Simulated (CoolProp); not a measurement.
n-pentane along the isobar 835 kPa: fugacity coefficient from the reference equation and from simpler models built on Tc = 469.7 K, pc = 3368 kPa, ω = 0.251; each cubic takes its own stable root.

Values from CoolProp's reference Helmholtz-energy equation of state, Thol 2019.

| T (K) | phase | reference |
|---|---|---|
| 457.2 | gas | 0.9081 |
| 477.5 | gas | 0.9207 |
| 497.9 | gas | 0.9313 |
| 518.2 | gas | 0.9402 |
| 538.6 | gas | 0.9478 |
| 558.9 | gas | 0.9542 |
| 579.3 | gas | 0.9598 |
| 599.6 | gas | 0.9647 |
| 620 | gas | 0.9689 |

Q: How far does each simpler model (van der Waals, Redlich-Kwong, Peng-Robinson) lie from the reference over these 9 states: mean and median of the absolute difference, and the worst?

A: 
- van der Waals: mean 0.5 %, median 0.4 %, worst +1.5 % at 457.2 K and 835 kPa
- Redlich-Kwong: mean 0.3 %, median 0.4 %, worst -0.5 % at 620 K and 835 kPa
- Peng-Robinson: mean 0.7 %, median 0.7 %, worst -0.9 % at 457.2 K and 835 kPa
